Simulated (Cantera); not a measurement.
A perfectly stirred reactor is fed with 2.04 % CH₄, 5.46 % O₂, 92.5 % N₂, at 1130 Torr; it is held at 1150 K, and followed from long to short residence time.

Detailed kinetics in Cantera: GRI-Mech 3.0 (53 species, 325 reactions). The temperature is held fixed by assumption; the heat of reaction is taken as removed at once.

Task: Predict: x(CH₄) at τ = 2.50 s; x(O₂) at τ = 2.50 s; x(CO) at τ = 2.50 s; x(H₂) at τ = 2.50 s; x(CH₄) at τ = 49.0 ms; x(O₂) at τ = 49.0 ms; x(CO) at τ = 49.0 ms; x(H₂) at τ = 49.0 ms.

Result: 
```
Quantity                 Result
---------------------  --------
x(CH₄) at τ = 2.50 s    5.12e-5
x(O₂) at τ = 2.50 s      0.0142
x(CO) at τ = 2.50 s    0.000345
x(H₂) at τ = 2.50 s     2.55e-5
x(CH₄) at τ = 49.0 ms   0.00172
x(O₂) at τ = 49.0 ms     0.0225
x(CO) at τ = 49.0 ms    0.00804
x(H₂) at τ = 49.0 ms    0.00139
```
